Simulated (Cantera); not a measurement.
Cantera run, input and output.

```python
import numpy as np
import cantera as ct

gas = ct.Solution("gri30.yaml")
gas.TPX = 600, 100000, {'C2H6': 1, 'O2': 6.03, 'N2': 22.7, 'H2O': 0.65}
inlet = ct.Reservoir(gas, clone=True)
gas.equilibrate("HP")  # start burning
reactor = ct.IdealGasConstPressureReactor(gas, energy="on", clone=False)
exhaust = ct.Reservoir(gas, clone=True)
tau = [0.044, 0.018, 0.0072, 0.0029, 0.0012, 0.00048, 0.00019, 7.8e-05, 3.2e-05, 1.3e-05, 5.2e-06][0]
for a, b in ((inlet, reactor), (reactor, exhaust)):
    ct.MassFlowController(a, b, mdot=lambda t: reactor.mass / tau)
net = ct.ReactorNet([reactor])
show = ['C2H6', 'O2', 'H2O', 'CO', 'CH4']

rows = []
print(f"{'tau/s':>10s}{'T/K':>9s}" + "".join(f"{s:>11s}" for s in show))
for tau in [0.044, 0.018, 0.0072, 0.0029, 0.0012, 0.00048, 0.00019, 7.8e-05, 3.2e-05, 1.3e-05, 5.2e-06]:
    net.initial_time = 0.0
    net.advance(30 * tau)
    before = gas.X
    net.advance(40 * tau)
    drift = np.max(np.abs(gas.X - before) / (gas.X + 1e-9))
    rows.append([gas.T, *gas[show].X, drift])
    print(f"{tau:10.3e}{gas.T:9.1f}" + "".join(f"{x:11.3e}" for x in gas[show].X))
```

Result:

```
     tau/s      T/K       C2H6         O2        H2O         CO        CH4
 4.400e-02   1851.2  1.577e-06  8.167e-02  1.168e-01  7.395e-04  2.124e-07
 1.800e-02   1841.5  2.953e-06  8.175e-02  1.162e-01  1.282e-03  2.995e-07
 7.200e-03   1825.8  5.584e-06  8.198e-02  1.154e-01  2.221e-03  4.871e-07
 2.900e-03   1801.9  1.066e-05  8.250e-02  1.142e-01  3.759e-03  9.227e-07
 1.200e-03   1767.8  2.079e-05  8.353e-02  1.128e-01  6.195e-03  2.029e-06
 4.800e-04   1715.8  4.560e-05  8.577e-02  1.110e-01  1.053e-02  5.755e-06
 1.900e-04   1632.7  1.317e-04  9.134e-02  1.088e-01  1.930e-02  2.546e-05
 7.800e-05    600.0  3.292e-02  1.985e-01  2.140e-02  9.958e-16  2.910e-17
 3.200e-05    600.0  3.292e-02  1.985e-01  2.140e-02  7.380e-19  2.157e-20
 1.300e-05    600.0  3.292e-02  1.985e-01  2.140e-02  4.662e-20  1.362e-21
 5.200e-06    600.0  3.292e-02  1.985e-01  2.140e-02  2.945e-21  8.607e-23
```

Cantera simulation using GRI-Mech 3.0 (53 species, 325 reactions); the numbers are that mechanism's predictions, not measurements.
